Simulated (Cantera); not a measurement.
Input: 1 mol BF3, 4.2 mol H2O, 4.1 mol H2, at 26.0 mbar.

Cantera equilibrium calculation (NASA polynomials, part measured and part estimated; ideal gas, pure solids and liquids). Candidate condensed phases: B, B2O3, B3O3H3, H2O; 43 gas species. Gases not in the tables: H3BO3. Kinetics and transport are ignored.

x: gas mole fraction; n: condensed amount in mol.

| T (K) | x H2 | x H2O | x HF | x BOF | x H | x BF3 | x HBO2 | n B2O3(l) |
|---|---|---|---|---|---|---|---|---|
| 1025 | 0.428 | 0.349 | 0.176 | 0.000330 | 1.77e-8 | 0.0412 | 0.000160 | 0.224 |
| 1125 | 0.425 | 0.334 | 0.202 | 0.00214 | 1.80e-7 | 0.0319 | 0.000949 | 0.268 |
| 1225 | 0.421 | 0.319 | 0.219 | 0.00975 | 1.25e-6 | 0.0233 | 0.00413 | 0.269 |
| 1325 | 0.412 | 0.305 | 0.219 | 0.0327 | 6.51e-6 | 0.0144 | 0.0142 | 0.161 |
| 1425 | 0.401 | 0.291 | 0.212 | 0.0621 | [?] | [?] | 0.0280 | 0 |
| 1525 | 0.399 | 0.284 | 0.220 | 0.0657 | 9.26e-5 | 0.00194 | 0.0293 | 0 |
| 1625 | 0.398 | 0.281 | 0.223 | 0.0661 | [?] | [?] | 0.0300 | 0 |
| 1725 | 0.398 | 0.280 | 0.225 | 0.0657 | 0.000726 | 0.000244 | 0.0306 | 0 |
| 1825 | 0.397 | 0.279 | 0.226 | 0.0651 | 0.00172 | 0.000100 | 0.0311 | 0 |
| 1925 | 0.395 | 0.278 | 0.226 | 0.0645 | 0.00373 | 4.52e-5 | 0.0315 | 0 |
| 2025 | 0.393 | 0.277 | 0.226 | 0.0637 | 0.00748 | 2.20e-5 | 0.0317 | 0 |
| 2125 | 0.388 | 0.275 | 0.226 | 0.0629 | 0.0140 | 1.14e-5 | 0.0318 | 0 |
| 2225 | 0.381 | 0.271 | 0.225 | 0.0618 | 0.0248 | 6.29e-6 | 0.0316 | 0 |
| 2325 | 0.370 | 0.265 | 0.224 | 0.0604 | 0.0415 | 3.63e-6 | 0.0310 | 0 |

Task: Fill in the missing entries.

Result: 
- 1425, x H: 2.68e-5
- 1425, x BF3: 0.00604
- 1625, x H: 0.000276
- 1625, x BF3: 0.000654
